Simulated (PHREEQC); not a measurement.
Solution (21 °C): 0.0083 mol/kgw Na2HPO4. Closed to the air; pH follows from the charge balance.

All values are PHREEQC results (ion-association model, phreeqc.dat), not measurements.

Precipitation was switched off in this run.

Problem. Estimate the pH, specific conductance, ionic strength.

Solution. pH 9.37; specific conductance 1300 µS/cm; ionic strength 0.0246 mol/kgw.

Problem. In which forms is P present?

Solution. HPO4-2 98 %, NaHPO4- 1.7 % of the P.
